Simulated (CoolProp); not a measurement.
Saturated liquid density (kg/m³) of R124: the reference equation beside estimates from Tc = 395.4 K, pc = 3.624 MPa, ω = 0.288. Rackett uses Z = 0.29056 − 0.08775 ω.

Computed with CoolProp (reference Helmholtz-energy equation of state, de Vries 1995).

```tsv
T (K)	reference	Rackett	van der Waals	Peng-Robinson
263.2	…	1497	883.7	1520
265.9	1459	1488	878.9	1512
268.7	1451	1479	873.8	…
271.4	1442	1471	868.9	1494
274.1	1434	…	863.8	1484
276.9	1425	1453	858.6	1475
279.6	1417	1444	…	1465
282.4	1408	1434	848.0	1455
285.1	1399	1425	842.7	1445
287.8	1390	1416	837.4	1435
290.6	1381	1406	831.7	…
293.3	1372	1397	826.2	1414
296.1	1362	1387	820.4	1403
298.8	1353	1377	814.7	1392
301.5	1344	1367	808.9	1380
```

Question: Some entries are withheld; supply them.

Answer: 
- 263.2, reference: 1467
- 268.7, Peng-Robinson: 1502
- 274.1, Rackett: 1462
- 279.6, van der Waals: 853.4
- 290.6, Peng-Robinson: 1424

Absolute difference from the reference over all 15 rows, mean and median: Rackett 1.9 and 1.9 %, van der Waals 39.8 and 39.8 %, Peng-Robinson 3.3 and 3.3 %.
